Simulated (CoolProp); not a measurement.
Properties of isohexane along the isobar 0.101 MPa (Tc = 224.6 °C, pc = 3.043 MPa, ω = 0.280).

The numbers come from the reference Helmholtz-energy equation of state, Lemmon 2006 in CoolProp. It is a short technical equation, of lower accuracy than the large ones.

```csv
T (°C),phase,cv (kJ/(kg K)),speed of sound (m/s),Joule-Thomson coefficient (K/MPa),expansivity (1/kK)
-86.85,liquid,1.329,1596,-0.5807,1.167
-69.95,liquid,1.376,1503,-0.5614,1.179
-53.05,liquid,1.430,1414,-0.5384,1.200
-36.15,liquid,1.489,1330,-0.5125,1.229
-19.25,liquid,1.553,1248,-0.4842,1.267
-2.35,liquid,1.619,1169,-0.4536,1.314
14.55,liquid,1.687,1092,-0.4204,1.373
31.45,liquid,1.756,1017,-0.3841,1.446
48.35,liquid,1.826,942.7,-0.3436,1.536
65.25,gas,1.770,178.1,29.43,3.488
82.15,gas,1.845,183.5,24.31,3.226
99.05,gas,1.920,188.7,20.38,3.010
115.85,gas,1.994,193.5,17.31,2.830
```
